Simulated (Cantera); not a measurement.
An isothermal, constant-pressure homogeneous reactor starts with 1.67 % H2, 98.3 % O2, equivalence ratio 0.0085, at 1200 K and 2670 Pa.

Detailed kinetics in Cantera: GRI-Mech 3.0 (53 species, 325 reactions). Radical loss at walls, strong at low pressure, is not modelled.

x: mole fraction; the columns are a selection and need not sum to one.

| t (s) | x H2 | x O2 | x O | x H2O | x OH | x H2O2 |
|---|---|---|---|---|---|---|
| 5.00e-5 | 0.0167 | 0.983 | 9.74e-10 | 1.77e-10 | 8.93e-10 | <1e-12 |
| 0.000134 | 0.0167 | 0.983 | 4.65e-9 | 2.09e-9 | 3.79e-9 | <1e-12 |
| 0.000360 | 0.0167 | 0.983 | 3.28e-8 | 2.87e-8 | 2.35e-8 | 5.27e-12 |
| 0.000965 | 0.0167 | 0.983 | 1.37e-6 | 1.60e-6 | 9.45e-7 | 4.06e-11 |
| 0.00259 | 0.00746 | 0.975 | 0.00584 | 0.00731 | 0.00259 | 2.43e-7 |
| 0.00695 | … | 0.971 | … | 0.0156 | … | 6.02e-8 |
| 0.0186 | 7.16e-5 | 0.975 | 0.00791 | 0.0160 | 0.000994 | 5.83e-8 |
| 0.0500 | 3.29e-5 | 0.979 | 0.00359 | 0.0164 | 0.000676 | 5.22e-8 |
| 0.134 | 9.14e-6 | 0.982 | 0.000995 | 0.0166 | 0.000358 | 3.76e-8 |
| 0.360 | … | 0.983 | … | 0.0168 | … | … |
| 0.965 | 3.33e-7 | 0.983 | 3.70e-5 | 0.0168 | 6.96e-5 | 7.02e-9 |
| 2.59 | 6.90e-8 | 0.983 | 7.75e-6 | 0.0168 | 3.19e-5 | 2.16e-9 |
| 6.95 | 1.70e-8 | 0.983 | 1.93e-6 | 0.0168 | 1.59e-5 | 6.58e-10 |
| 18.6 | 4.99e-9 | 0.983 | 5.71e-7 | 0.0169 | 8.67e-6 | 2.17e-10 |
| 50.0 | 1.93e-9 | 0.983 | 2.21e-7 | 0.0169 | 5.39e-6 | 9.06e-11 |

Fill in the missing entries.


- 0.00695, x H2: 0.000105
- 0.00695, x O: 0.0116
- 0.00695, x OH: 0.00120
- 0.360, x H2: 1.81e-6
- 0.360, x O: 0.000198
- 0.360, x OH: 0.000161
- 0.360, x H2O2: 1.92e-8
